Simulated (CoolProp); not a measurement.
Octamethylcyclotetrasiloxane (D4) at several states: fugacity coefficient from the reference equation and from simpler models built on Tc = 313.4 °C, pc = 1347 kPa, ω = 0.598; each cubic takes its own stable root.

Computed with CoolProp (reference Helmholtz-energy equation of state, Thol 2015).

| T (°C) | p (kPa) | phase | reference |
|---|---|---|---|
| 92.85 | 1370 | liquid | 0.005439 |
| 220.05 | 4060 | liquid | 0.08604 |
| 194.25 | 108 | gas | 0.9345 |
| 241.45 | 3390 | liquid | 0.1371 |

### Question
How far does each simpler model (van der Waals, Redlich-Kwong, Soave-Redlich-Kwong, Peng-Robinson) lie from the reference over these 4 states: mean and median of the absolute difference, and the worst?

### Answer
- van der Waals: mean 601.1 %, median 125.6 %, worst +2150.4 % at 92.85 °C and 1370 kPa
- Redlich-Kwong: mean 162.0 %, median 56.1 %, worst +534.3 % at 92.85 °C and 1370 kPa
- Soave-Redlich-Kwong: mean 3.9 %, median 4.6 %, worst +5.9 % at 220.05 °C and 4060 kPa
- Peng-Robinson: mean 2.0 %, median 0.4 %, worst +7.4 % at 92.85 °C and 1370 kPa
